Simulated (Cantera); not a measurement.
Input: 1 mol Si₂Cl₆, 13 mol NH₃, 23 mol N₂, held at 2000 K and 1.00 Torr.

These are equilibrium values from Cantera (NASA tables, ideal gas, pure condensed phases), not measurements of a reactor. Candidate condensed phases: NH₄Cl, Si, Si₃N₄; 28 gas species. The feed counts by its element totals alone. The tables' values for SiCl, SiN, SiCl₃ are old estimates; treat these amounts as uncertain. Gases not in the tables: Si₂H₆ and higher silanes. Rates play no part.

Base state: N₂ 0.549, H₂ 0.316, HCl 0.0692, H 0.0250, SiCl₂ 0.0181, Si 0.0163, Cl 0.00409, SiCl 0.00217 (mole fractions); condensed: gas only.

Q: What changes in the equilibrium state with this change: temperature from 2000 K to 898.15 K?

A: 
| species | before | after |
|---|---|---|
| N₂ | 0.549 | 0.556 |
| H₂ | 0.316 | 0.326 |
| HCl | 0.0692 | 0.118 |
| H | 0.0250 | 1.72e-9 |
| SiCl₂ | 0.0181 | 1.52e-8 |
| Si | 0.0163 | <1e-9 |
| SiCl₄ | 2.22e-8 | 0.000141 |
| Cl | 0.00409 | <1e-9 |
| SiCl | 0.00217 | <1e-9 |
| SiH | 0.000226 | <1e-9 |
| Si₃N₄(s), mol | 0 | 0.664 |

Q: What changes in the equilibrium state with this change: 0.33 mol H₂O added?

A: 
```csv
species,before,after
N₂,0.549,0.544
H₂,0.316,0.317
HCl,0.0692,0.0730
SiO,0,0.00609
Si,0.0163,0.0128
SiCl₂,0.0181,0.0158
H,0.0250,0.0251
Si₂N,7.48e-5,4.59e-5
Si₂,8.38e-5,5.16e-5
```
Further candidate phases: H₂O, SiO₂, Si₂N₂O.
